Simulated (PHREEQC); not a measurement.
Make-up at 20 °C: 0.073 mol/kgw TMAH. Closed to the air; pH follows from the charge balance.

Equilibrium calculation in PHREEQC: ion-association model, wateq4f.dat.

This is a speciation only: nothing precipitates in the calculation.

Question: Predict the pH.

Answer: pH 12.93.

(CH3)4N+ isn't in the database: it is added as a free cation with an ion size of 4 Å.
